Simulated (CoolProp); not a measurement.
Carbon dioxide along the isotherm -23.95 °C: density (kg/m³) from the reference equation and from simpler models built on Tc = 31.0 °C, pc = 73.77 bar, ω = 0.224; each cubic takes its own stable root.

Model: reference Helmholtz-energy equation of state, Span 1996, in CoolProp.

```csv
p (bar),phase,reference
36.9,liquid,1057
73.8,liquid,1071
111,liquid,1083
148,liquid,1094
184,liquid,1104
221,liquid,1114
258,liquid,1122
295,liquid,1131
332,liquid,1139
369,liquid,1146
```

Question: How far does each simpler model (van der Waals, Redlich-Kwong, Soave-Redlich-Kwong, Peng-Robinson) lie from the reference over these 10 states: mean and median of the absolute difference, and the worst?

Answer: 
- van der Waals: mean 34.2 %, median 33.6 %, worst -38.4 % at -23.95 °C and 36.9 bar
- Redlich-Kwong: mean 9.6 %, median 9.2 %, worst -13.1 % at -23.95 °C and 36.9 bar
- Soave-Redlich-Kwong: mean 7.2 %, median 7.0 %, worst -9.3 % at -23.95 °C and 36.9 bar
- Peng-Robinson: mean 4.5 %, median 4.7 %, worst +5.7 % at -23.95 °C and 369 bar
